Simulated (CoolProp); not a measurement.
Vapour pressure (MPa) of CH2F2 (R32): the reference equation beside estimates from Tc = 78.1 °C, pc = 5.783 MPa, ω = 0.277. Clausius-Clapeyron is anchored at -80.75 °C with a constant enthalpy of vaporisation of 21.40 kJ/mol.

Computed with CoolProp (reference Helmholtz-energy equation of state, Tillner-Roth 1997).

```json
[
 {"T (°C)": "-95.45", "reference": "0.005676", "Clausius-Clapeyron": "0.005851", "Soave-Redlich-Kwong": "0.005093"},
 {"T (°C)": "-90.55", "reference": "0.008490", "Clausius-Clapeyron": "0.008630", "Soave-Redlich-Kwong": "0.007716"},
 {"T (°C)": "-85.65", "reference": "0.01239", "Clausius-Clapeyron": "0.01248", "Soave-Redlich-Kwong": "0.01140"},
 {"T (°C)": "-80.75", "reference": "0.01770", "Clausius-Clapeyron": "0.01770", "Soave-Redlich-Kwong": "0.01645"},
 {"T (°C)": "-75.85", "reference": "0.02476", "Clausius-Clapeyron": "0.02467", "Soave-Redlich-Kwong": "0.02324"},
 {"T (°C)": "-70.95", "reference": "0.03399", "Clausius-Clapeyron": "0.03385", "Soave-Redlich-Kwong": "0.03220"},
 {"T (°C)": "-65.95", "reference": "0.04613", "Clausius-Clapeyron": "0.04602", "Soave-Redlich-Kwong": "0.04408"},
 {"T (°C)": "-61.05", "reference": "0.06125", "Clausius-Clapeyron": "0.06132", "Soave-Redlich-Kwong": "0.05897"},
 {"T (°C)": "-56.15", "reference": "0.08013", "Clausius-Clapeyron": "0.08066", "Soave-Redlich-Kwong": "0.07769"},
 {"T (°C)": "-51.25", "reference": "0.1034", "Clausius-Clapeyron": "0.1048", "Soave-Redlich-Kwong": "0.1009"}
]
```

Absolute difference from the reference over all 10 rows, mean and median: Clausius-Clapeyron 0.9 and 0.5 %, Soave-Redlich-Kwong 5.9 and 5.7 %.
